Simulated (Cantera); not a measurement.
Charge: 1 mol Si, 0.67 mol HCl, 2.7 mol H₂, equilibrated at 3000 Torr.

Equilibrium computed with Cantera from the NASA thermochemical tables; the gas is ideal and each condensed phase is pure. Candidate condensed phases: Si; 19 gas species. The tables' values for SiCl₃ are old estimates; treat these amounts as uncertain. The numbers say what is thermodynamically allowed, not how fast it happens. All values below are at 1148 K.

Base state: H₂ 0.925, SiHCl₃ 0.0268, SiCl₄ 0.0249, HCl 0.0173, SiH₂Cl₂ 0.00360, SiCl₃ 0.00127, SiCl₂ 0.000709, SiH₃Cl 0.000130 (mole fractions); condensed: Si(s).

What changes in the equilibrium state with this change: pressure from 3000 Torr to 21800 Torr?


```csv
species,before,after
H₂,0.925,0.926
SiHCl₃,0.0268,0.0356
SiCl₄,0.0249,0.0188
HCl,0.0173,0.00982
SiH₄,2.01e-6,1.46e-5
SiH₃Cl,0.000130,0.000538
SiCl₂,0.000709,0.000229
SiH₂Cl₂,0.00360,0.00843
SiCl₃,0.00127,0.000624
"Si(s), mol",0.817,0.797
```
Gases not in the tables: Si₂H₆ and higher silanes.
